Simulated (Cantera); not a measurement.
Charge: 1 mol Si, 0.75 mol HCl, 16 mol H2, at 75.0 Torr.

Method: chemical equilibrium by Gibbs-energy minimisation in Cantera with the NASA 1993 tables (ideal gas, pure condensed phases). Candidate condensed phases: Si; 19 gas species. The tables' values for SiCl3 are old estimates; treat these amounts as uncertain. Equilibrium is a limit: real reactors are often held back by kinetics, nucleation or transport.

x: gas mole fraction; n: condensed amount in mol.

```tsv
T (°C)	x H2	x HCl	x SiCl4	x SiHCl3	x SiCl2	x SiCl3	x H	n Si(s)
552	0.986	0.00181	0.00713	0.00480	3.68e-6	1.73e-5	2.49e-11	0.798
627	0.984	0.00423	0.00673	0.00445	2.47e-5	5.90e-5	3.67e-10	0.809
702	0.981	0.00846	0.00593	0.00393	0.000118	0.000157	3.58e-9	0.827
777	0.976	0.0148	0.00463	0.00318	0.000417	0.000326	2.53e-8	0.854
852	0.971	0.0225	0.00294	0.00221	0.00110	0.000513	1.38e-7	0.884
927	0.965	0.0295	0.00137	0.00122	0.00213	0.000576	6.13e-7	0.909
1002	0.962	0.0338	0.000453	0.000522	0.00307	0.000463	2.29e-6	0.923
1077	0.960	0.0354	0.000127	0.000198	0.00366	0.000306	7.39e-6	0.927
1152	0.960	0.0357	3.61e-5	7.59e-5	0.00402	0.000192	2.11e-5	0.927
1227	0.960	0.0357	(withheld)	(withheld)	0.00427	0.000122	(withheld)	0.925
1302	0.960	0.0355	(withheld)	(withheld)	0.00446	8.05e-5	(withheld)	0.923
1377	0.960	0.0353	1.42e-6	6.50e-6	0.00462	5.47e-5	0.000281	0.921
```

Problem. What belongs in the gaps?

Solution. 
- 1302, x SiCl4: 3.81e-6
- 1302, x SiHCl3: 1.37e-5
- 1302, x H: 0.000129
- 1227, x SiCl4: 1.12e-5
- 1227, x SiHCl3: 3.11e-5
- 1227, x H: 5.45e-5
